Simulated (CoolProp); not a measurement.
Values from CoolProp's reference Helmholtz-energy equation of state, Gao 2020.

Question: For ammonia, give the phase and the density (kg/m³), cv (kJ/(kg K)), Joule-Thomson coefficient (K/MPa), viscosity (µPa s) at 157.05 °C and 33800 kPa; 316.85 °C and 33800 kPa; 356.75 °C and 33800 kPa.

Answer: 
- 157.05 °C and 33800 kPa: supercritical; density 419, cv 2.67, Joule-Thomson coefficient 0.509, viscosity 54.8
- 316.85 °C and 33800 kPa: supercritical; density 151, cv 2.49, Joule-Thomson coefficient 2.08, viscosity 27.5
- 356.75 °C and 33800 kPa: supercritical; density 131, cv 2.49, Joule-Thomson coefficient 1.90, viscosity 27.7

Viscosity comes from a separate model (Fenghour 1995).
